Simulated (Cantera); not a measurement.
A closed system holds: 1 mol AlN, 0.68 mol H2O, 0.77 mol N2, held at 1475 °C and 2.40 Torr.

Equilibrium computed with Cantera from the NASA thermochemical tables; the gas is ideal and each condensed phase is pure. Candidate condensed phases: Al, AlN, Al2O3, H2O; 35 gas species. Mutual solubility and eutectic melting of coexisting phases are not modelled. The numbers say what is thermodynamically allowed, not how fast it happens.

Base state: N2 0.593, H2 0.403, H 0.00257, Al 0.000614, Al2O 0.000151, AlH 1.16e-5 (mole fractions); condensed: AlN(s) + Al2O3(s).

**Question.** What changes in the equilibrium state with this change: temperature from 1475 °C to 625 °C?

**Answer.** 
```
species          before    after
-------------  --------  -------
N2                0.593    0.594
H2                0.403    0.406
H               0.00257  1.24e-9
Al             0.000614    <1e-9
Al2O           0.000151    <1e-9
AlH             1.16e-5    <1e-9
AlN(s), mol       0.545    0.547
Al2O3(s), mol     0.227    0.227
```
